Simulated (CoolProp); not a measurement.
Tetradecamethylhexasiloxane (MD4M) along the isotherm 620 K: density (kg/m³) from the reference equation and from simpler models built on Tc = 653.2 K, pc = 0.8286 MPa, ω = 0.800; each cubic takes its own stable root.

Computed with CoolProp (reference Helmholtz-energy equation of state, Thol 2019).

```csv
p (MPa),phase,reference
0.046,gas,4.212
0.0921,gas,8.691
0.138,gas,13.45
0.184,gas,18.57
0.23,gas,24.11
0.276,gas,30.16
0.322,gas,36.86
0.368,gas,44.41
0.414,gas,53.11
```

Q: How far does each simpler model (ideal gas, van der Waals, Redlich-Kwong, Soave-Redlich-Kwong, Peng-Robinson) lie from the reference over these 9 states: mean and median of the absolute difference, and the worst?

A: 
- ideal gas: mean 15.7 %, median 15.1 %, worst -30.6 % at 620 K and 0.414 MPa
- van der Waals: mean 6.0 %, median 5.4 %, worst -12.8 % at 620 K and 0.414 MPa
- Redlich-Kwong: mean 4.0 %, median 3.5 %, worst -9.0 % at 620 K and 0.414 MPa
- Soave-Redlich-Kwong: mean 2.7 %, median 2.4 %, worst -5.9 % at 620 K and 0.414 MPa
- Peng-Robinson: mean 1.4 %, median 1.2 %, worst -3.5 % at 620 K and 0.414 MPa
